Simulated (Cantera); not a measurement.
An adiabatic, constant-pressure homogeneous reactor starts with CH₄ : CO : O₂ : N₂ = 1 : 0.081 : 1.85 : 6.97 (molar parts), equivalence ratio 1.1, at 1375 K and 0.520 bar. Integrator tolerance rtol = 1e-08.

Detailed kinetics in Cantera: GRI-Mech 3.0 (53 species, 325 reactions).

### Question
What does this change do: N2 6.97 to 11 parts?

### Answer
| quantity | before | after |
|---|---|---|
| time of steepest temperature rise | 8.08 ms | 12.1 ms |
| temperature at 0.200 s | 2661 K | 2488 K |
| equilibrium temperature | 2661 K | 2488 K |
| x(CH₄) at 0.200 s | <1e-12 (gas-phase equilibrium <1e-12) | <1e-12 (gas-phase equilibrium <1e-12) |
| x(CO) at 0.200 s | 0.0525 (gas-phase equilibrium 0.0525) | 0.0304 (gas-phase equilibrium 0.0304) |
| x(O₂) at 0.200 s | 0.0125 (gas-phase equilibrium 0.0125) | 0.00516 (gas-phase equilibrium 0.00516) |
| x(C₂H₂) at 0.200 s | <1e-12 (gas-phase equilibrium <1e-12) | <1e-12 (gas-phase equilibrium <1e-12) |
| x(HCO) at 0.200 s | 3.26e-8 (gas-phase equilibrium 3.26e-8) | 8.71e-9 (gas-phase equilibrium 8.71e-9) |

### Question
What does this change do: CH4 1 to 2.3 parts?

### Answer
```json
[
 {"quantity": "time of steepest temperature rise", "before": "8.08 ms", "after": "12.7 ms"},
 {"quantity": "temperature at 0.200 s", "before": "2661 K", "after": "2158 K"},
 {"quantity": "equilibrium temperature", "before": "2661 K", "after": "2158 K"},
 {"quantity": "x(CH₄) at 0.200 s", "before": "<1e-12 (gas-phase equilibrium <1e-12)", "after": "1.15e-10 (gas-phase equilibrium 1.23e-10)"},
 {"quantity": "x(CO) at 0.200 s", "before": "0.0525 (gas-phase equilibrium 0.0525)", "after": "0.159 (gas-phase equilibrium 0.159)"},
 {"quantity": "x(O₂) at 0.200 s", "before": "0.0125 (gas-phase equilibrium 0.0125)", "after": "2.04e-7 (gas-phase equilibrium 2.04e-7)"},
 {"quantity": "x(C₂H₂) at 0.200 s", "before": "<1e-12 (gas-phase equilibrium <1e-12)", "after": "<1e-12 (gas-phase equilibrium <1e-12)"},
 {"quantity": "x(HCO) at 0.200 s", "before": "3.26e-8 (gas-phase equilibrium 3.26e-8)", "after": "6.35e-8 (gas-phase equilibrium 6.36e-8)"}
]
```

### Question
What does this change do: O2 1.85 to 1.2 parts?

### Answer
| quantity | before | after |
|---|---|---|
| time of steepest temperature rise | 8.08 ms | 15.1 ms |
| temperature at 0.200 s | 2661 K | 2338 K |
| equilibrium temperature | 2661 K | 2338 K |
| x(CH₄) at 0.200 s | <1e-12 (gas-phase equilibrium <1e-12) | <1e-12 (gas-phase equilibrium <1e-12) |
| x(CO) at 0.200 s | 0.0525 (gas-phase equilibrium 0.0525) | 0.0855 (gas-phase equilibrium 0.0855) |
| x(O₂) at 0.200 s | 0.0125 (gas-phase equilibrium 0.0125) | 2.71e-5 (gas-phase equilibrium 2.71e-5) |
| x(C₂H₂) at 0.200 s | <1e-12 (gas-phase equilibrium <1e-12) | <1e-12 (gas-phase equilibrium <1e-12) |
| x(HCO) at 0.200 s | 3.26e-8 (gas-phase equilibrium 3.26e-8) | 3.78e-8 (gas-phase equilibrium 3.78e-8) |
